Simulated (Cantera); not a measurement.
A freely propagating, adiabatic, planar premixed flame of H2 : O2 : N2 = 1 : 0.98 : 2.97 (molar parts), equivalence ratio 0.51, unburnt at 500 K and 0.220 bar; mixture-averaged transport, grid criteria slope 0.08 and curve 0.16, no radiation.

Computed with Cantera and the H2/O2 subset of GRI-Mech 3.0, which has no nitrogen chemistry. Burning velocities carry a grid error of a few per cent, more on coarse grids. Lean hydrogen flames are cellular in practice and burn faster than this planar one.

Question: Predict: laminar burning velocity; thermal thickness; peak x(OH); peak x(HO2); peak x(H2O2).

Answer: 
| Item | Value |
|---|---|
| laminar burning velocity | 311 cm/s |
| thermal thickness | 2.67 mm |
| peak x(OH) | 0.0120 |
| peak x(HO2) | 0.000135 |
| peak x(H2O2) | 1.06e-5 |
